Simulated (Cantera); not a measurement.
Feed: 1 mol ZrN, 0.028 mol H2, at 2650 °C and 4.40 mbar.

Cantera equilibrium calculation (NASA polynomials, part measured and part estimated; ideal gas, pure solids and liquids). Candidate condensed phases: Zr, ZrN; 11 gas species. Mutual solubility and eutectic melting of coexisting phases are not modelled. ZrN: taken at fixed stoichiometry. Condensed phases not in the tables: N, O or C dissolved in the metal. Rates play no part.

Base state: H 0.720, H2 0.148, N2 0.0976, Zr 0.0344, N 3.94e-5 (mole fractions); condensed: Zr(l) + ZrN(s).

Task: What changes in the equilibrium state with this change: pressure from 4.40 mbar to 14.0 Pa?

Result: 
| species | before | after |
|---|---|---|
| Zr | 0.0344 | 0.643 |
| N2 | 0.0976 | 0.321 |
| H | 0.720 | 0.0360 |
| H2 | 0.148 | 1.18e-5 |
| N | 3.94e-5 | 0.000401 |
| Zr(l), mol | 0.00886 | 0 |
| ZrN(s), mol | 0.989 | 0 |
